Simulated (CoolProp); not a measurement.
A single-stage vapour-compression cycle with the fluid: evaporating at 312.15 K (dew point), condensing at 367.15 K (bubble point), superheat 8 K, subcooling 2 K, compressor efficiency 0.75, no pressure losses. The same conditions are run with several fluids, on thermodynamics alone (safety and materials aside).

The numbers come from the reference Helmholtz-energy equation of state of each fluid (neopentane: Lemmon 2006; chloromethane (R40): Thol 2014; R365MFC: Lemmon 2016; n-perfluorohexane: Gao 2022; cyclopropane: Polt 1992; tetrahydrofuran: Fiedler 2023) in CoolProp. The equations of Platzer and Polt are older, rougher fits.

**Question.** Rank neopentane, chloromethane (R40), R365MFC, n-perfluorohexane, cyclopropane, tetrahydrofuran by cooling COP, highest first.

**Answer.** tetrahydrofuran (3.68), chloromethane (R40) (3.26), R365MFC (3.15), cyclopropane (2.99), neopentane (2.91), n-perfluorohexane (2.33)

```tsv
fluid	pressure ratio	discharge temperature (K)	refrigerating effect (kJ/kg)	volumetric capacity (kJ/m³)
neopentane	3.78	367.2	169	1310
chloromethane (R40)	3.41	426.7	270	4980
R365MFC	5.22	367.1	119	670
n-perfluorohexane	5.80	367.2	37.3	257
cyclopropane	3.16	393.2	252	4860
tetrahydrofuran	6.00	395.1	345	366
```

The compression ends wet for: neopentane; R365MFC; n-perfluorohexane.
